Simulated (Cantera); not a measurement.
Charge: 1 mol SiHCl3, 22 mol N2, held at 1450 K and 90.0 Pa.

Equilibrium computed with Cantera from the NASA thermochemical tables; the gas is ideal and each condensed phase is pure. The tables' values for SiCl3 are old estimates; treat these amounts as uncertain. Equilibrium is a limit: real reactors are often held back by kinetics, nucleation or transport.

```
species          before     after
-------------  --------  --------
N2                0.919     0.936
HCl              0.0369    0.0401
SiCl4          0.000848    0.0215
SiCl2            0.0379  0.000420
H               1.55e-5   5.56e-8
Cl             0.000193   1.29e-6
SiCl3           0.00297  0.000852
SiHCl3          4.79e-6   1.41e-5
H2              0.00242   0.00154
Si3N4(s), mol         0     0.157
```
Gas species are given as mole fractions.

What was changed between the two runs?
(A) temperature from 1450 K to 1123 K
(B) temperature from 1450 K to 1898 K
(C) N2 from 22 to 54 mol
(D) N2 from 22 to 3.6 mol

A, temperature from 1450 K to 1123 K. N2 is the only nitrogen source here; it is nearly inert below about 1500 K, so the nitride shown seldom forms there in practice
